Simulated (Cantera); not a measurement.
Input: 1 mol Ti(OiPr)₄, a varied amount of H₂O, equilibrated at 1675 K and 10.0 mbar.

These are equilibrium values from Cantera (NASA tables, ideal gas, pure condensed phases), not measurements of a reactor. Candidate condensed phases: C, C₆H₆, C₇H₈, C₈H₁₈, H₂O, Ti, TiC, TiO, TiO₂, Ti₂O₃, Ti₃O₅, Ti₄O₇; 113 gas species. The feed counts by its element totals alone. Mutual solubility and eutectic melting of coexisting phases are not modelled. TiC: taken at fixed stoichiometry. Kinetics and transport are ignored.

Task: Which condensed phases are stable at each of these points (n(H₂O) (mol)): 0.69, 0.94, 1.3, 1.8, 2.4, 3.4, 4.6, 6.3, 8.7, 12, 16, 23?

Result: 
| n(H₂O) (mol) | condensed phases | Ti condensed (%) |
|---|---|---|
| 0.69 | C(graphite) + TiC(s) | 100.0 |
| 0.94 | C(graphite) + TiC(s) | 100.0 |
| 1.3 | C(graphite) + TiC(s) | 100.0 |
| 1.8 | C(graphite) + TiC(s) | 100.0 |
| 2.4 | C(graphite) + TiC(s) | 100.0 |
| 3.4 | C(graphite) + TiC(s) | 100.0 |
| 4.6 | C(graphite) + TiC(s) | 100.0 |
| 6.3 | C(graphite) + TiC(s) | 100.0 |
| 8.7 | TiC(s) + Ti₂O₃(s) | 100.0 |
| 12 | TiO₂(rutile) | 100.0 |
| 16 | TiO₂(rutile) | 100.0 |
| 23 | TiO₂(rutile) | 100.0 |

From 0.69 mol H₂O to 6.3 mol H₂O the condensed part is C(graphite) + TiC(s). At 8.7 mol H₂O the condensed part is TiC(s) + Ti₂O₃(s). From 12 mol H₂O to 23 mol H₂O the condensed part is TiO₂(rutile).
